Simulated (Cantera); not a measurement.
Input: 1 mol acetone, a varied amount of H2O, at 1152 °C and 100 Torr.

Cantera equilibrium calculation (NASA polynomials, part measured and part estimated; ideal gas, pure solids and liquids). Candidate condensed phases: C, C6H6, C7H8, C8H18, H2O; 110 gas species. The feed counts by its element totals alone. Equilibrium is a limit: real reactors are often held back by kinetics, nucleation or transport.

Problem. Which condensed phases are stable at each of these points (n(H2O) (mol)): 0.27, 0.33, 0.4, 0.49, 0.61, 0.75, 0.92, 1.1, 1.4, 1.7, 2.1, 2.6?

Solution. 
```csv
n(H2O) (mol),condensed phases,C condensed (%)
0.27,C(graphite),57.6
0.33,C(graphite),55.6
0.4,C(graphite),53.3
0.49,C(graphite),50.3
0.61,C(graphite),46.3
0.75,C(graphite),41.6
0.92,C(graphite),36.0
1.1,C(graphite),30.0
1.4,C(graphite),20.0
1.7,C(graphite),10.0
2.1,gas only,0.0
2.6,gas only,0.0
```

From 0.27 mol H2O to 1.7 mol H2O the condensed part is C(graphite). From 2.1 mol H2O to 2.6 mol H2O nothing is condensed.
